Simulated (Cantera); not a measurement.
Tantalum, niobium, vanadium and zirconium in process gases: Ta + CH4

Feed: 1 mol Ta, 2.2 mol CH4, equilibrated at 0.470 bar.

Equilibrium computed with Cantera from the NASA thermochemical tables; the gas is ideal and each condensed phase is pure. Candidate condensed phases: C, C6H6, C7H8, C8H18, Ta, TaC; 77 gas species. TaC: taken at fixed stoichiometry. Condensed phases not in the tables: Ta2C. Kinetics and transport are ignored.

| T (K) | log p H2 | log p H | log p C2H2 (acetylene) | log p CH4 | log p C4H2 | n C(graphite) | n TaC(s) |
|---|---|---|---|---|---|---|---|
| 1323 | -0.33 | -5.96 | -6.41 | -2.83 | <-12 | 1.19 | 1.00 |
| 1473 | -0.33 | -5.06 | -5.52 | -3.19 | -11.12 | 1.19 | 1.00 |
| 1623 | -0.33 | -4.32 | -4.79 | -3.49 | -9.66 | 1.20 | 1.00 |
| 1773 | -0.33 | -3.71 | -4.18 | -3.73 | -8.44 | 1.20 | 1.00 |
| 1923 | -0.33 | -3.19 | -3.67 | -3.94 | -7.42 | 1.19 | 1.00 |
| 2073 | -0.33 | -2.75 | -3.24 | -4.11 | -6.55 | 1.19 | 1.00 |
| 2223 | -0.33 | -2.36 | -2.87 | -4.27 | -5.80 | 1.17 | 1.00 |
| 2373 | -0.34 | -2.02 | -2.55 | -4.41 | -5.15 | 1.15 | 1.00 |
| 2523 | -0.35 | -1.73 | -2.27 | -4.54 | -4.58 | 1.10 | 1.00 |
| 2673 | -0.37 | -1.47 | -2.04 | -4.68 | -4.09 | 1.02 | 1.00 |
log p: log10 of the partial pressure in bar; n: condensed amount in mol.

From 1323 K to 2673 K the condensed part is C(graphite) + TaC(s).
